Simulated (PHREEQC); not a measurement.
HF is added in steps, without added water, to 1 kg of water holding 7.2 mmol/kgw KCl and 0.21 mmol/kgw H3BO3, at 20 °C. O2 is buffered at 0.21 atm. The system is closed to CO2. No solid was allowed to form.

Base run: PHREEQC, ion-association model, wateq4f.dat. Each further column changes one thing. The table gives BF4- (mol/kgw).

```
HF added (mol)     base  Davies equation for every ion  database phreeqc.dat  Debye-Hückel limiting law  all activity coefficients set to 1
--------------  -------  -----------------------------  --------------------  -------------------------  ----------------------------------
0                     0                              0                     0                          0                                   0
0.0004875       1.54e-8                        1.52e-8               1.54e-8                    1.46e-8                                 ___
0.0008125       2.22e-7                        2.20e-7               2.22e-7                    2.13e-7                                 ___
0.0013          2.14e-6                        2.12e-6               2.15e-6                    2.07e-6                                 ___
0.001788        8.50e-6                        8.43e-6               8.56e-6                    8.28e-6                                 ___
0.002112        1.62e-5                        1.61e-5               1.64e-5                    1.59e-5                                 ___
0.0026          3.31e-5                        3.29e-5               3.34e-5                    3.25e-5                                 ___
```

### Question
What belongs in the gaps?

### Answer

- 0.0004875, all activity coefficients set to 1: 1.94e-8
- 0.0008125, all activity coefficients set to 1: 2.64e-7
- 0.0013, all activity coefficients set to 1: 2.42e-6
- 0.001788, all activity coefficients set to 1: 9.27e-6
- 0.002112, all activity coefficients set to 1: 1.74e-5
- 0.0026, all activity coefficients set to 1: 3.48e-5

Real BF4- forms and hydrolyses slowly; the run takes it at equilibrium. phreeqc.dat and wateq4f.dat share most of their constants, so their agreement is no independent check. Solids allowed in the column 'database phreeqc.dat': Sylvite.
